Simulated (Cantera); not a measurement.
Cantera run:

```python
import numpy as np
import cantera as ct

gas_names = """
    CL CL2 H HCL H2 Si SiCL SiCL2 SiCL3 SiCL4 SiH SiHCL3 SiH2 SiH2CL2 SiH3 SiH3CL SiH4 Si2 Si3
""".split()
cond_names = """
    Si(cr) Si(L)
""".split()


# ... load() reads the species with a 1 bar reference pressure and builds the phases ...
atoms = {
    'Si2Cl6': {'Si': 2, 'CL': 6},
    'HCl': {'H': 1, 'CL': 1},
    'H2': {'H': 2},
}
top_T = {}  # K; cautious upper limits of use, not melting points


# ... equilibrate(T, P, feed) seeds the gas with the atoms and calls Mixture.equilibrate('TP', solver="vcs", rtol=1e-11, max_steps=5000) ...
results = []
feed = {'Si2Cl6': 1, 'HCl': 2.8, 'H2': 32}  # mol
P = 1333.22  # Pa
for T in [1225, 1250, 1275, 1300, 1325, 1350, 1375, 1400, 1425, 1450, 1475, 1500, 1525, 1550]:
    mix = equilibrate(T, P, feed)
    results.append((T, P, feed, dict(zip(mix.species_names, mix.species_moles))))

top = {s: max(r[3][s] / sum(r[3][g] for g in gas_names) for r in results) for s in gas_names}
cols = sorted((s for s in top if top[s] > 1e-05), key=lambda s: -top[s])[:7]
seen = [c for c in cond_names if any(r[3].get(c, 0) > 1e-12 for r in results)]
print("log10 of partial pressures in bar; condensed amounts in mol")
print(f"{'T/K':>10s}" + "".join(f"{s[:9]:>10s}" for s in cols + seen))
for T, P, feed, n in results:
    ng = sum(n[g] for g in gas_names)
    print(f"{T:10.4g}" + "".join(f"{np.log10(max(n[s] / ng * P / 1e5, 1e-99)):10.3f}" for s in cols)
          + "".join(f"{n.get(c, 0):10.4g}" for c in seen))
```

Output:

```
log10 of partial pressures in bar; condensed amounts in mol
       T/K        H2       HCL     SiCL2     SiCL4     SiCL3    SiHCL3         H    Si(cr)
      1225    -1.944    -2.895    -3.460    -3.718    -4.038    -4.272    -7.478   0.09748
      1250    -1.947    -2.868    -3.388    -3.839    -4.041    -4.367    -7.289   0.07786
      1275    -1.950    -2.847    -3.329    -3.977    -4.060    -4.475    -7.108   0.05382
      1300    -1.953    -2.831    -3.283    -4.129    -4.093    -4.592    -6.932   0.02817
      1325    -1.954    -2.820    -3.247    -4.292    -4.137    -4.717    -6.764  0.002979
      1350    -1.956    -2.808    -3.225    -4.459    -4.191    -4.849    -6.601         0
      1375    -1.957    -2.799    -3.209    -4.630    -4.251    -4.984    -6.444         0
      1400    -1.958    -2.793    -3.197    -4.803    -4.314    -5.119    -6.292         0
      1425    -1.959    -2.788    -3.188    -4.975    -4.379    -5.253    -6.146         0
      1450    -1.959    -2.785    -3.181    -5.146    -4.445    -5.385    -6.004         0
      1475    -1.960    -2.782    -3.176    -5.313    -4.510    -5.515    -5.867         0
      1500    -1.960    -2.780    -3.171    -5.477    -4.575    -5.642    -5.734         0
      1525    -1.960    -2.778    -3.168    -5.637    -4.639    -5.765    -5.606         0
      1550    -1.960    -2.777    -3.166    -5.792    -4.702    -5.886    -5.482         0
```

Cantera equilibrium calculation (NASA polynomials, part measured and part estimated; ideal gas, pure solids and liquids). The feed counts by its element totals alone. The tables' values for SiCl3, SiCl are old estimates; treat these amounts as uncertain.
